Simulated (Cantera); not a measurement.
Silicon nitride deposition: SiH4 + NH3 + H2

Feed: 1 mol SiH4, 0.14 mol NH3, 6.7 mol H2, equilibrated at 1098.15 K and 10.0 Torr.

Cantera equilibrium calculation (NASA polynomials, part measured and part estimated; ideal gas, pure solids and liquids). Candidate condensed phases: Si, Si3N4; 18 gas species. Mutual solubility and eutectic melting of coexisting phases are not modelled. Equilibrium is a limit: real reactors are often held back by kinetics, nucleation or transport.

```yaml
x(H2): 1.00
n(Si(s)): 0.895 mol
n(Si3N4(s)): 0.0350 mol
gas_amount: 8.910 mol
```
